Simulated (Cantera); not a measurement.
Input (Python, Cantera) and output of one run.

```python
import numpy as np
import cantera as ct

gas_names = """
    H HNO HNO2 HNO3 HO2 H2 H2O H2O2 H2S H2SO4 N NH NH2 NH3 NH2OH NO NO2 NO3 N2 N2H2 N2H4 N2O O OH O2 O3
    S SH SN SO SO2 SO3 S2 S2O S8
""".split()
cond_names = """
    H2O(s) H2O(L) H2SO4(L) S(cr1) S(cr2) S(L)
""".split()


# ... load() reads the species with a 1 bar reference pressure and builds the phases ...
atoms = {
    'H2S': {'H': 2, 'S': 1},
    'SO2': {'S': 1, 'O': 2},
    'N2': {'N': 2},
}
top_T = {}  # K; cautious upper limits of use, not melting points


# ... equilibrate(T, P, feed) seeds the gas with the atoms and calls Mixture.equilibrate('TP', solver="vcs", rtol=1e-11, max_steps=5000) ...
results = []
feed = {'H2S': 1, 'SO2': 0.013, 'N2': 41}  # mol
P = 30  # Pa
for T in [900, 1000, 1100, 1200, 1300, 1400, 1500, 1600, 1700, 1800, 1900, 2000]:
    mix = equilibrate(T, P, feed)
    results.append((T, P, feed, dict(zip(mix.species_names, mix.species_moles))))

top = {s: max(r[3][s] / sum(r[3][g] for g in gas_names) for r in results) for s in gas_names}
cols = sorted((s for s in top if top[s] > 1e-05), key=lambda s: -top[s])[:6]
seen = [c for c in cond_names if any(r[3].get(c, 0) > 1e-12 for r in results)]
print("log10 of partial pressures in bar; condensed amounts in mol")
print(f"{'T/K':>10s}" + "".join(f"{s[:9]:>10s}" for s in cols + seen))
for T, P, feed, n in results:
    ng = sum(n[g] for g in gas_names)
    print(f"{T:10.4g}" + "".join(f"{np.log10(max(n[s] / ng * P / 1e5, 1e-99)):10.3f}" for s in cols)
          + "".join(f"{n.get(c, 0):10.4g}" for c in seen))
```

Output:

```
log10 of partial pressures in bar; condensed amounts in mol
       T/K        N2        H2         S         H        S2       H2S
       900    -3.537    -5.383   -12.241   -12.624    -5.656    -5.558
      1000    -3.538    -5.253   -10.927   -11.270    -5.533    -5.886
      1100    -3.538    -5.201    -9.876   -10.188    -5.484    -6.237
      1200    -3.538    -5.181    -9.010    -9.295    -5.465    -6.565
      1300    -3.538    -5.172    -8.281    -8.542    -5.458    -6.856
      1400    -3.539    -5.169    -7.658    -7.898    -5.456    -7.112
      1500    -3.539    -5.168    -7.121    -7.339    -5.460    -7.338
      1600    -3.539    -5.170    -6.654    -6.850    -5.472    -7.543
      1700    -3.539    -5.177    -6.250    -6.420    -5.499    -7.738
      1800    -3.540    -5.194    -5.906    -6.043    -5.554    -7.937
      1900    -3.542    -5.230    -5.626    -5.716    -5.658    -8.164
      2000    -3.544    -5.300    -5.417    -5.439    -5.840    -8.448
```

Method: chemical equilibrium by Gibbs-energy minimisation in Cantera with the NASA 1993 tables (ideal gas, pure condensed phases). Gases not in the tables: S3 to S7.
